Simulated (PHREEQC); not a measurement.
# Acid rinse or clean

Consider water at 25 °C with 31 mmol/kgw HBr, 1.2 mmol/kgw AlCl3 and 2.7 mmol/kgw MgCl2. Closed to the air; pH follows from the charge balance.

Computed with PHREEQC (ion-association model, phreeqc.dat).

Each row changes one thing in this solution. This is a speciation only: nothing precipitates in the calculation.

```tsv
case	pH	AlOH+2 (mol/kgw)	SI of Gibbsite (Al(OH)3)
as made	1.58	2.32e-7	-6.91
MgCl2 left out	1.57	…	-6.89
HBr from 0.031 to 0.0341 mol/kgw	1.54	2.09e-7	-7.04
MgCl2 from 0.0027 to 0.00135 mol/kgw	1.57	2.34e-7	-6.90
diluted 100-fold with water	3.52	…	-2.58
MgCl2 from 0.0027 to 0.00405 mol/kgw	1.58	2.30e-7	-6.92
0.0034 mol/kgw HCl added	1.53	2.07e-7	-7.05
HBr replaced by MgBr2 at the same molality	4.17	7.44e-5	+0.67
HBr from 0.031 to 0.062 mol/kgw	1.28	1.10e-7	-7.88
```

### Question
Some entries are withheld; supply them.

### Answer

- MgCl2 left out, AlOH+2 (mol/kgw): 2.37e-7
- diluted 100-fold with water, AlOH+2 (mol/kgw): 3.40e-7

Some of these states are supersaturated (in Gibbsite (slow to form), for instance).
